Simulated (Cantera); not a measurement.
A perfectly stirred reactor is fed with CH4 : H2 : O2 = 0.0055 : 1 : 0.0076 (molar parts), at 0.0330 bar; it is held at 2673 K, and followed from long to short residence time.

Cantera simulation using GRI-Mech 3.0 (53 species, 325 reactions); the numbers are that mechanism's predictions, not measurements. Radical loss at walls, strong at low pressure, is not modelled.

Task: Predict: x(CH4) at τ = 8.40 s; x(H2) at τ = 8.40 s; x(O2) at τ = 8.40 s; x(HCO) at τ = 8.40 s; x(CH4) at τ = 48.0 ms; x(H2) at τ = 48.0 ms; x(O2) at τ = 48.0 ms; x(HCO) at τ = 48.0 ms.

Result: x(CH4) at τ = 8.40 s: 5.03e-9
x(H2) at τ = 8.40 s: 0.744
x(O2) at τ = 8.40 s: 5.42e-7
x(HCO) at τ = 8.40 s: 4.35e-9
x(CH4) at τ = 48.0 ms: 2.64e-5
x(H2) at τ = 48.0 ms: 0.880
x(O2) at τ = 48.0 ms: 1.82e-6
x(HCO) at τ = 48.0 ms: 4.02e-8
